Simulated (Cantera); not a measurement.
A closed system holds: 1 mol SiH₄, 0.43 mol O₂, 9.6 mol H₂, 8.1 mol H₂O, at 2.03 Torr.

Equilibrium computed with Cantera from the NASA thermochemical tables; the gas is ideal and each condensed phase is pure. Candidate condensed phases: H₂O, Si, SiO₂; 18 gas species. The tables hold silica as quartz up to 1696 K and as liquid above; real silica turns to tridymite and cristobalite and melts near 1996 K. Kinetics and transport are ignored.

Q: Which condensed phases are stable at each of these points (T (K)): 573, 773, 973, 1173, 1373, 1573, 1773, 1973?

A: 
```json
[
 {"T (K)": "573", "condensed phases": "SiO₂(α-quartz)", "Si condensed (%)": "100.0"},
 {"T (K)": "773", "condensed phases": "SiO₂(α-quartz)", "Si condensed (%)": "100.0"},
 {"T (K)": "973", "condensed phases": "SiO₂(β-quartz)", "Si condensed (%)": "100.0"},
 {"T (K)": "1173", "condensed phases": "SiO₂(β-quartz)", "Si condensed (%)": "100.0"},
 {"T (K)": "1373", "condensed phases": "SiO₂(β-quartz)", "Si condensed (%)": "100.0"},
 {"T (K)": "1573", "condensed phases": "SiO₂(β-quartz)", "Si condensed (%)": "100.0"},
 {"T (K)": "1773", "condensed phases": "SiO₂(condensed)", "Si condensed (%)": "98.3"},
 {"T (K)": "1973", "condensed phases": "SiO₂(condensed)", "Si condensed (%)": "43.0"}
]
```

From 573 K to 773 K the condensed part is SiO₂(α-quartz). From 973 K to 1573 K the condensed part is SiO₂(β-quartz). From 1773 K to 1973 K the condensed part is SiO₂(condensed).
